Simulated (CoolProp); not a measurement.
Computed with CoolProp (reference Helmholtz-energy equation of state, Lemmon 2006). It is a short technical equation, of lower accuracy than the large ones.

Give the vapour pressure (kPa), vapour density (kg/m³), liquid viscosity (µPa s) of saturated C2F6 (R116) at 209.7, 253.1 K.


| T (K) | p (kPa) | vapour density (kg/m³) | liquid viscosity (µPa s) |
|---|---|---|---|
| 209.7 | 209 | 17.9 | 326 |
| 253.1 | 1050 | 89.7 | 157 |

Viscosity comes from a separate model (Huber 2003), an estimate that may be off by 10 % or more.
